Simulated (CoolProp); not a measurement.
Values from CoolProp's reference Helmholtz-energy equation of state, Lemmon 2006. It is a short technical equation, of lower accuracy than the large ones.

Q: For C3F8 (R218), give the phase and the Z, expansivity (1/kK), Prandtl number, fugacity coefficient at 106.05 °C and 22 bar; 106.05 °C and 36.7 bar; 106.05 °C and 66 bar.

A: 
- 106.05 °C and 22 bar: gas; Z 0.768, expansivity 6.59, Prandtl number 0.855, fugacity coefficient 0.809
- 106.05 °C and 36.7 bar: supercritical; Z 0.560, expansivity 16.7, Prandtl number 1.29, fugacity coefficient 0.686
- 106.05 °C and 66 bar: supercritical; Z 0.443, expansivity 9.98, Prandtl number 2.51, fugacity coefficient 0.499

Viscosity comes from a separate model (Huber 2003), an estimate that may be off by 10 % or more. Thermal conductivity comes from a separate model (Huber 2003), an estimate that may be off by 10 % or more.
